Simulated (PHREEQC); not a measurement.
Solution (25 °C): 0.019 mol/kgw H3PO4. Closed to the air; pH follows from the charge balance.

Equilibrium calculation in PHREEQC: ion-association model, phreeqc.dat.

| quantity | before | after |
|---|---|---|
| pH | 2.08 | 4.65 |
| ionic strength (mol/kgw) | 0.00903 | 0.0191 |
| H2PO4- (mol/kgw) | 0.00903 | 0.0189 |
| HPO4-2 (mol/kgw) | 9.06e-8 | 7.79e-5 |

Q: Name the change that produced these shifts.
A. 0.013 mol/kgw (NH4)2CO3 added
B. H3PO4 replaced by KH2PO4 at the same molality
C. temperature from 25 to 60 °C
D. H3PO4 replaced by Na2HPO4 at the same molality
E. H3PO4 from 0.019 to 0.0171 mol/kgw

A: B, H3PO4 replaced by KH2PO4 at the same molality

This is a speciation only: nothing precipitates in the calculation.
